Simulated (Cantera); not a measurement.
A closed system holds: 1 mol SiH4, 0.065 mol Cl2, a varied amount of N2, at 900 K and 0.280 bar.

Equilibrium computed with Cantera from the NASA thermochemical tables; the gas is ideal and each condensed phase is pure. Candidate condensed phases: NH4Cl, Si, Si3N4; 28 gas species. N2 is the only nitrogen source here; it is nearly inert below about 1500 K, so the nitride shown seldom forms there in practice. Rates play no part.

x: gas mole fraction; n: condensed amount in mol.

```csv
n(N2) (mol),x N2,x H2,x HCl,x NH3,x SiCl4,n Si3N4(s)
4.5,0.650,0.328,0.0220,[?],9.03e-7,0.333
6.2,0.728,0.255,0.0171,[?],5.04e-7,0.333
8.6,0.793,0.193,0.0130,[?],2.75e-7,0.333
12,0.846,0.144,0.00970,[?],1.47e-7,0.333
16,0.881,0.111,0.00747,[?],8.47e-8,0.333
22,0.912,0.0827,0.00556,[?],4.58e-8,0.333
31,0.936,0.0597,0.00401,[?],2.35e-8,0.333
42,0.952,0.0446,0.00300,[?],1.29e-8,0.333
58,0.965,0.0326,0.00219,[?],6.84e-9,0.333
80,0.975,0.0238,0.00160,[?],3.62e-9,0.333
```

Problem. Some entries are withheld; supply them.

Solution. 
- 4.5, x NH3: 5.14e-5
- 6.2, x NH3: 3.72e-5
- 8.6, x NH3: 2.57e-5
- 12, x NH3: 1.71e-5
- 16, x NH3: 1.18e-5
- 22, x NH3: 7.70e-6
- 31, x NH3: 4.79e-6
- 42, x NH3: 3.12e-6
- 58, x NH3: 1.96e-6
- 80, x NH3: 1.23e-6
